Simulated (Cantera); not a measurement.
A closed system holds: 1 mol PbO, 0.012 mol O2, 25 mol N2, equilibrated at 0.250 bar.

Method: chemical equilibrium by Gibbs-energy minimisation in Cantera with the NASA 1993 tables (ideal gas, pure condensed phases). Candidate condensed phases: Pb, PbO, PbO2, Pb3O4; 12 gas species. Rates play no part.

Problem. Which condensed phases are stable at each of these points (T (K)): 748, 798, 848, 898, 948, 998, 1048, 1098, 1148?

Solution. 
```tsv
T (K)	condensed phases	Pb condensed (%)
748	PbO(red)	100.0
798	PbO(yellow)	100.0
848	PbO(yellow)	100.0
898	PbO(yellow)	100.0
948	PbO(yellow)	100.0
998	PbO(yellow)	100.0
1048	PbO(yellow)	100.0
1098	PbO(yellow)	99.9
1148	PbO(yellow)	99.8
```

At 748 K the condensed part is PbO(red). From 798 K to 1148 K the condensed part is PbO(yellow).
